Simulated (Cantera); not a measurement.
A closed system holds: 1 mol SiC, 0.29 mol CO2, 2.7 mol H2, at 800 °C and 0.140 Pa.

Cantera equilibrium calculation (NASA polynomials, part measured and part estimated; ideal gas, pure solids and liquids). Candidate condensed phases: C, C6H6, C7H8, C8H18, H2O, Si, SiC, SiO2; 123 gas species. Mutual solubility and eutectic melting of coexisting phases are not modelled. Kinetics and transport are ignored.

Base state: H2 0.874, CO 0.125, SiO 0.000346, H 1.11e-5 (mole fractions); condensed: SiC(s) + SiO2(β-quartz).

What changes in the equilibrium state with this change: temperature from 800 °C to 900 °C?


```
species                before    after
-------------------  --------  -------
H2                      0.874    0.834
CO                      0.125    0.131
SiO                  0.000346   0.0347
H                     1.11e-5  9.13e-5
SiC(s), mol             0.903    0.866
SiO2(β-quartz), mol    0.0960   0.0218
```
The tables hold silica as quartz up to 1696 K and as liquid above; real silica turns to tridymite and cristobalite and melts near 1996 K.
